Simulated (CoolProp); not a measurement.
Vapour-liquid equilibrium of carbon dioxide (1) + propylene (2) at -44.35 °C; x and y are mole fractions of (1).

Values from CoolProp's multi-fluid Helmholtz-energy mixture model, Span 1996 and Lemmon 2013; pair parameters Bell 2016.

```
x      bubble pressure, mixture model (kPa)  bubble pressure, Raoult's law (kPa)  y, mixture model  y, Raoult's law
-----  ------------------------------------  -----------------------------------  ----------------  ---------------
0.05                                  191.2                                154.1             0.403            0.277
0.125                                 292.2                                209.2             0.628            0.510
0.2                                   380.1                                264.4               [?]            0.645
0.275                                   [?]                                319.6             0.785            0.734
0.35                                  517.3                                374.8             0.822            0.797
0.425                                 569.8                                429.9             0.848            0.843
0.5                                   614.2                                485.1             0.868            0.879
0.575                                 653.0                                540.3             0.885            0.908
0.65                                  688.2                                595.5               [?]            0.931
0.725                                 721.8                                650.6             0.916            0.950
0.8                                   755.4                                705.8               [?]            0.967
0.875                                 790.3                                761.0             0.954            0.981
0.95                                  827.2                                816.1             0.979            0.993
```

**Question.** What belongs in the gaps?

**Answer.** 
- 0.2, y, mixture model: 0.728
- 0.275, bubble pressure, mixture model (kPa): 454.7
- 0.65, y, mixture model: 0.901
- 0.8, y, mixture model: 0.933

The largest gap from Raoult's law is +43.8 % in bubble pressure, at x = 0.2. No azeotrope shows between x = 0.05 and 0.95.

Pair parameters are fitted to limited data, so mixtures are less certain than the pure fluids.
